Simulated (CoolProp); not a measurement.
Vapour-liquid equilibrium of isobutene (1) + acetone (2) at 26.25 °C; x and y are mole fractions of (1).

The numbers come from the multi-fluid Helmholtz-energy mixture model, Lemmon 2005 and Lemmon 2006; pair parameters Bell 2016 in CoolProp.

| x | bubble pressure, mixture model (bar) | bubble pressure, Raoult's law (bar) | y, mixture model | y, Raoult's law |
|---|---|---|---|---|
| 0.05 | 0.6879 | 0.4663 | 0.543 | 0.340 |
| 0.125 | 1.158 | 0.6795 | 0.742 | 0.583 |
| 0.2 | 1.536 | 0.8927 | 0.815 | 0.709 |
| 0.275 | 1.831 | 1.106 | 0.852 | 0.787 |
| 0.35 | 2.058 | 1.319 | 0.875 | 0.840 |
| 0.425 | 2.232 | 1.532 | 0.890 | 0.878 |
| 0.5 | 2.370 | 1.746 | 0.902 | 0.907 |
| 0.575 | 2.485 | 1.959 | 0.912 | 0.930 |
| 0.65 | 2.591 | 2.172 | 0.921 | 0.948 |
| 0.725 | 2.695 | 2.385 | 0.932 | 0.963 |
| 0.8 | 2.807 | 2.598 | 0.944 | 0.975 |
| 0.875 | 2.930 | 2.812 | 0.960 | 0.986 |
| 0.95 | 3.067 | 3.025 | 0.981 | 0.995 |

The largest gap from Raoult's law is +72.1 % in bubble pressure, at x = 0.2. No azeotrope shows between x = 0.05 and 0.95.

The pair parameters rest on a limited set of measurements; away from them the model extrapolates. With so large a gap from Raoult's law the liquid may split in two, which this calculation doesn't test in full.
